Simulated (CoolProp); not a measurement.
R124 along the isotherm 318.4 K: density (kg/m³) from the reference equation and from simpler models built on Tc = 395.4 K, pc = 36.24 bar, ω = 0.288; each cubic takes its own stable root.

Values from CoolProp's reference Helmholtz-energy equation of state, de Vries 1995.

```csv
p (bar),phase,reference
6.47,gas,39.29
12.9,liquid,1286
19.4,liquid,1291
25.9,liquid,1296
32.4,liquid,1300
38.8,liquid,1304
45.3,liquid,1308
51.8,liquid,1312
58.3,liquid,1316
64.7,liquid,1320
71.2,liquid,1323
77.7,liquid,1327
84.1,liquid,1330
90.6,liquid,1334
```

**Question.** How far does each simpler model (van der Waals, Peng-Robinson) lie from the reference over these 14 states: mean and median of the absolute difference, and the worst?

**Answer.** 
- van der Waals: mean 38.8 %, median 36.7 %, worst -93.4 % at 318.4 K and 12.9 bar
- Peng-Robinson: mean 2.8 %, median 3.0 %, worst +3.8 % at 318.4 K and 90.6 bar

At some of these states van der Waals gives the other phase, because its saturation line lies elsewhere.
